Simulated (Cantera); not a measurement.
# Equilibrium for metals in furnace atmospheres: Pb + H2S + N2

Feed: 1 mol Pb, 0.091 mol H2S, 190 mol N2, equilibrated at 1575 K.

Equilibrium computed with Cantera from the NASA thermochemical tables; the gas is ideal and each condensed phase is pure. Candidate condensed phases: Pb, PbS, S; 18 gas species. Equilibrium is a limit: real reactors are often held back by kinetics, nucleation or transport.

From 10.0 Pa to 3.70 bar nothing is condensed. At 30.0 bar the condensed part is Pb(l). The main Pb-bearing gas is Pb throughout.

| P (Pa) | log p N2 | log p Pb | log p H2 | log p PbS | n Pb(l) |
|---|---|---|---|---|---|
| 10 | -4.00 | -6.29 | -7.37 | -8.06 | 0 |
| 82 | -3.09 | -5.39 | -6.43 | -6.75 | 0 |
| 670 | -2.18 | -4.49 | -5.50 | -5.60 | 0 |
| 5500 | -1.26 | -3.58 | -4.58 | -4.60 | 0 |
| 45000 | -0.35 | -2.67 | -3.67 | -3.67 | 0 |
| 370000 | 0.57 | -1.75 | -2.76 | -2.76 | 0 |
| 3000000 | 1.48 | -1.31 | -1.85 | -1.85 | 0.599 |
log p: log10 of the partial pressure in bar; n: condensed amount in mol.
